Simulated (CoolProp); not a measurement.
A simple Rankine cycle with n-butane: condensing at 303.15 K, boiler at 1.68 MPa, turbine inlet 380.2 K, turbine efficiency 0.7, pump efficiency 0.6, no recuperator. Each further row changes one setting.

Values from CoolProp's reference Helmholtz-energy equation of state, Bücker 2006.

```
case                             thermal efficiency (%)  net work (kJ/kg)  heat in (kJ/kg)  turbine exit temperature (K)  volume ratio over the turbine
-------------------------------  ----------------------  ----------------  ---------------  ----------------------------  -----------------------------
as stated                                          10.6              48.3              456                         330.8                           6.78
turbine inlet 400.2 K                              10.6              53.8              508                         354.5                            [?]
condensing temperature 295.15 K                    11.7              55.5              476                         325.8                           8.65
boiler pressure 1.18 MPa                            8.9              42.8              478                           [?]                            [?]
turbine efficiency 0.6                              8.9              40.8              456                         334.7                           6.88
```

Q: Fill in the missing entries.

A: 
- turbine inlet 400.2 K, volume ratio over the turbine: 6.43
- boiler pressure 1.18 MPa, turbine exit temperature (K): 345.0
- boiler pressure 1.18 MPa, volume ratio over the turbine: 4.36
